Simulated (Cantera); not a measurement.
## Counterflow diffusion flame

A counterflow diffusion flame at 0.530 bar, nozzles 20 mm apart: fuel side CO : H₂ : CH₄ = 1 : 0.77 : 1.4 (molar parts) at 573 K, oxidiser side O₂ : N₂ = 0.19 : 0.81 (molar parts) at 525 K, fuel mass flux 0.76 times the oxidiser's; mixture-averaged transport, no radiation.

Computed with Cantera and GRI-Mech 3.0 (53 species, 325 reactions). GRI-Mech 3.0 has no aromatics or soot, which form on the fuel side of real flames. The maximum strain rate includes the flame's own expansion and is several times the mean. A flux with no burning solution from the previous one only brackets extinction.

```csv
oxidiser flux (kg/m²/s),max strain (1/s),mean strain (1/s),T max (K),peak x OH,peak x H,peak x NO,peak x CO,peak x C₂H₂
0.32,409,112,2000,0.00848,0.00901,0.000139,0.321,0.00889
0.47,585,165,1975,0.00814,0.00945,0.000115,0.322,0.00855
0.7,850,246,1949,0.00773,0.00985,8.99e-5,0.322,0.00805
1,1190,351,1925,0.00733,0.0101,6.91e-5,0.321,0.00740
1.5,1750,527,1888,0.00664,0.0101,4.57e-5,0.322,0.00619
2.3,2610,808,1832,0.00556,0.00948,2.35e-5,0.321,0.00434
```
x: mole fraction; the columns are a selection and need not sum to one.

At the next flux tried, 3.4 kg/m²/s, no burning solution was found from the previous one.
